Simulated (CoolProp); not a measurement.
Vapour-liquid equilibrium of benzene (1) + n-octane (2) at 23.45 °C; x and y are mole fractions of (1).

Values from CoolProp's multi-fluid Helmholtz-energy mixture model, Thol 2012 and Beckmüller 2019; pair parameters Bell 2016.

### Question
Give the bubble pressure and the first vapour's composition at x = 0.15, 0.75, 0.85. Is there an azeotrope?

### Answer
x = 0.15: 3.891 kPa, y = 0.623; x = 0.75: 9.841 kPa, y = 0.941; x = 0.85: 10.60 kPa, y = 0.963. No azeotrope shows between x = 0.05 and 0.95.

The pair parameters rest on a limited set of measurements; away from them the model extrapolates.
